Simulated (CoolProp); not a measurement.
R245ca along the isobar 10000 kPa: density (kg/m³) from the reference equation and from simpler models built on Tc = 447.6 K, pc = 3941 kPa, ω = 0.355; each cubic takes its own stable root.

Model: reference Helmholtz-energy equation of state, Zhou 2016, in CoolProp.

```json
[
 {"T (K)": "362.8", "phase": "liquid", "reference": "1253", "van der Waals": "813.9", "Redlich-Kwong": "1116", "Soave-Redlich-Kwong": "1163", "Peng-Robinson": "1311"},
 {"T (K)": "370.7", "phase": "liquid", "reference": "1232", "van der Waals": "804.2", "Redlich-Kwong": "1096", "Soave-Redlich-Kwong": "1141", "Peng-Robinson": "1286"},
 {"T (K)": "378.6", "phase": "liquid", "reference": "1211", "van der Waals": "794.2", "Redlich-Kwong": "1075", "Soave-Redlich-Kwong": "1118", "Peng-Robinson": "1259"},
 {"T (K)": "386.6", "phase": "liquid", "reference": "1188", "van der Waals": "784.0", "Redlich-Kwong": "1054", "Soave-Redlich-Kwong": "1094", "Peng-Robinson": "1231"},
 {"T (K)": "394.5", "phase": "liquid", "reference": "1165", "van der Waals": "773.6", "Redlich-Kwong": "1032", "Soave-Redlich-Kwong": "1069", "Peng-Robinson": "1202"},
 {"T (K)": "402.4", "phase": "liquid", "reference": "1141", "van der Waals": "762.9", "Redlich-Kwong": "1009", "Soave-Redlich-Kwong": "1042", "Peng-Robinson": "1172"},
 {"T (K)": "410.3", "phase": "liquid", "reference": "1116", "van der Waals": "752.0", "Redlich-Kwong": "985.7", "Soave-Redlich-Kwong": "1015", "Peng-Robinson": "1140"},
 {"T (K)": "418.3", "phase": "liquid", "reference": "1090", "van der Waals": "740.7", "Redlich-Kwong": "961.5", "Soave-Redlich-Kwong": "985.8", "Peng-Robinson": "1106"},
 {"T (K)": "426.2", "phase": "liquid", "reference": "1063", "van der Waals": "729.3", "Redlich-Kwong": "936.9", "Soave-Redlich-Kwong": "955.6", "Peng-Robinson": "1070"},
 {"T (K)": "434.1", "phase": "liquid", "reference": "1034", "van der Waals": "717.5", "Redlich-Kwong": "911.5", "Soave-Redlich-Kwong": "924.0", "Peng-Robinson": "1033"},
 {"T (K)": "442.1", "phase": "liquid", "reference": "1004", "van der Waals": "705.3", "Redlich-Kwong": "885.0", "Soave-Redlich-Kwong": "890.4", "Peng-Robinson": "992.7"},
 {"T (K)": "450", "phase": "supercritical", "reference": "971.3", "van der Waals": "692.9", "Redlich-Kwong": "858.1", "Soave-Redlich-Kwong": "855.6", "Peng-Robinson": "951.3"}
]
```
